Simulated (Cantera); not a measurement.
A Cantera script and what it prints.

```python
import numpy as np
import cantera as ct

gas_names = """
    Cr CrN CrO CrO2 CrO3 H HNO HNO2 HNO3 HO2 H2 H2O H2O2 N NH NH2 NH3 NH2OH NO NO2 NO3 N2 N2H2 N2H4 N2O
    O OH O2 O3
""".split()
cond_names = """
    Cr(cr) Cr(L) CrN(s) Cr2N(s) Cr2O3(s) Cr2O3(L) H2O(s) H2O(L)
""".split()


# ... load() reads the species with a 1 bar reference pressure and builds the phases ...
atoms = {
    'Cr': {'Cr': 1},
    'H2O': {'H': 2, 'O': 1},
    'N2': {'N': 2},
}
top_T = {'CrN(s)': 1900, 'Cr2N(s)': 1900}  # K; cautious upper limits of use, not melting points


# ... equilibrate(T, P, feed) seeds the gas with the atoms and calls Mixture.equilibrate('TP', solver="vcs", rtol=1e-11, max_steps=5000) ...
results = []
feed = {'Cr': 1, 'H2O': 0.019, 'N2': 23}  # mol
P = 10000  # Pa
for T in [1523, 1673, 1823, 1973, 2123, 2273, 2423]:
    mix = equilibrate(T, P, feed)
    results.append((T, P, feed, dict(zip(mix.species_names, mix.species_moles))))

top = {s: max(r[3][s] / sum(r[3][g] for g in gas_names) for r in results) for s in gas_names}
cols = sorted((s for s in top if top[s] > 1e-05), key=lambda s: -top[s])[:8]
seen = [c for c in cond_names if any(r[3].get(c, 0) > 1e-12 for r in results)]
print("log10 of partial pressures in bar; condensed amounts in mol")
print(f"{'T/K':>10s}" + "".join(f"{s[:9]:>10s}" for s in cols + seen))
for T, P, feed, n in results:
    ng = sum(n[g] for g in gas_names)
    print(f"{T:10.4g}" + "".join(f"{np.log10(max(n[s] / ng * P / 1e5, 1e-99)):10.3f}" for s in cols)
          + "".join(f"{n.get(c, 0):10.4g}" for c in seen))
```

It prints:

```
log10 of partial pressures in bar; condensed amounts in mol
       T/K        N2        Cr         H        H2       CrO       H2O        NO    Cr(cr)   Cr2N(s)  Cr2O3(s)
      1523    -1.000    -6.093    -6.676    -4.080    -9.388    -6.891   -11.377         0    0.4936  0.006324
      1673    -1.000    -4.870    -5.987    -4.088    -7.696    -6.549    -9.975    0.9843         0   0.00631
      1823    -1.001    -3.894    -5.412    -4.097    -6.304    -6.240    -8.778     0.958         0   0.00625
      1973    -1.004    -3.075    -4.932    -4.125    -5.131    -5.997    -7.762    0.7916         0  0.005675
      2123    -1.019    -2.389    -4.544    -4.199    -4.134    -5.830    -6.887         0         0 0.0002191
      2273    -1.019    -2.389    -4.232    -4.313    -4.118    -5.988    -6.374         0         0         0
      2423    -1.019    -2.389    -4.014    -4.525    -4.123    -6.255    -5.942         0         0         0
```

Equilibrium computed with Cantera from the NASA thermochemical tables; the gas is ideal and each condensed phase is pure. Mutual solubility and eutectic melting of coexisting phases are not modelled.
